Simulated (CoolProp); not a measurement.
Properties of R1224YDZ at several states (Tc = 155.5 °C, pc = 33.34 bar, ω = 0.325).

Model: reference Helmholtz-energy equation of state, Akasaka 2023, in CoolProp.

```json
[
 {"T (°C)": "198.55", "p (bar)": "1.31", "phase": "gas", "density (kg/m³)": "5.009", "cv (kJ/(kg K))": "0.9576", "isothermal compressibility (1/MPa)": "7.709", "fugacity coefficient": "0.9903"},
 {"T (°C)": "-40.55", "p (bar)": "18.9", "phase": "liquid", "density (kg/m³)": "[?]", "cv (kJ/(kg K))": "0.7316", "isothermal compressibility (1/MPa)": "0.001189", "fugacity coefficient": "[?]"},
 {"T (°C)": "68.35", "p (bar)": "0.264", "phase": "gas", "density (kg/m³)": "1.389", "cv (kJ/(kg K))": "[?]", "isothermal compressibility (1/MPa)": "38.11", "fugacity coefficient": "0.9939"},
 {"T (°C)": "37.35", "p (bar)": "5.2", "phase": "liquid", "density (kg/m³)": "[?]", "cv (kJ/(kg K))": "0.8314", "isothermal compressibility (1/MPa)": "0.003246", "fugacity coefficient": "0.4035"}
]
```

Question: Fill in the missing entries.

Answer: 
- -40.55, density (kg/m³): 1531
- -40.55, fugacity coefficient: 0.003647
- 68.35, cv (kJ/(kg K)): 0.7774
- 37.35, density (kg/m³): 1326
